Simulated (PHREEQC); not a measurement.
**Alkaline etch or developer: speciation**

Solution (75 °C and 500 atm): 0.028 mol/kgw LiOH and 0.014 mol/kgw (CH3)4NCl. It is in equilibrium with CO2 at log p = -1 (atm). Otherwise closed; pH follows from the charge balance.

The numbers come from PHREEQC with the ion-association model, phreeqc.dat.

Each row changes one thing in this solution. This is a speciation only: nothing precipitates in the calculation.

| case | pH | ionic strength (mol/kgw) | HCO3- (mol/kgw) | CO3-2 (mol/kgw) |
|---|---|---|---|---|
| as made | 7.62 | 0.0423 | 0.0275 | 0.000252 |
| LiOH from 0.028 to 0.0056 mol/kgw | 6.95 | 0.0196 | 0.00558 | 9.43e-6 |
| diluted 100-fold with water | 5.70 | 0.000422 | 0.000282 | 1.92e-8 |
| (CH3)4NCl replaced by MgCl2 at the same molality | 7.55 | 0.0638 | 0.0240 | 0.000204 |
| temperature from 75 to 65 °C | 7.54 | 0.0422 | 0.0276 | 0.000205 |
| (CH3)4NCl from 0.014 to 0.021 mol/kgw | 7.61 | 0.0493 | 0.0275 | 0.000257 |

Under pressure, the constants of complexes without a molar volume in the database are unreliable. (CH3)4N+ isn't in the database: it is added as a free cation with an ion size of 4 Å. Constants without temperature data keep their 25 °C values here.
